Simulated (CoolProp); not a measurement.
R124 at 398.6 K and 0.739 MPa is compressed adiabatically to 2.45 MPa with isentropic efficiency 0.8. Each further row changes one setting.

The numbers come from the reference Helmholtz-energy equation of state, de Vries 1995 in CoolProp.

```tsv
case	work (kJ/kg)	final temperature (K)	final density (kg/m³)
as stated	?	?	?
efficiency 1	27.0	441.7	110
efficiency 0.65	?	455.7	104
```

Task: Complete the blanks.

Result: 
- as stated, work (kJ/kg): 33.8
- as stated, final temperature (K): 448.2
- as stated, final density (kg/m³): 107
- efficiency 0.65, work (kJ/kg): 41.6
